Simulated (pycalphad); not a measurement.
CALPHAD calculation (pycalphad, COST 507 light-alloy database (1999)), 1 atm. No gas phase is included, though pure Mg would boil below 1377 °C. The database dates from 1999; later assessments differ in places, in temperatures and in the compounds included. Kinetics are ignored, which matters at the lower temperatures.

## Mg-0.33Al-0.41Si (at.%): equilibrium cooling sequence

| T (°C) | phases above | phases below |
|---|---|---|
| 644.5 | liquid | hcp + liquid |
| 635.3 | hcp + liquid | hcp + liquid + MG2SI |
| 632.5 | hcp + liquid + MG2SI | hcp + MG2SI |

Changes were sought between steps of 40 K, so a narrower field can be missed.

Database names, with the compositions (at.%) that they take in these runs: MG2SI: Mg 67 Si 33.
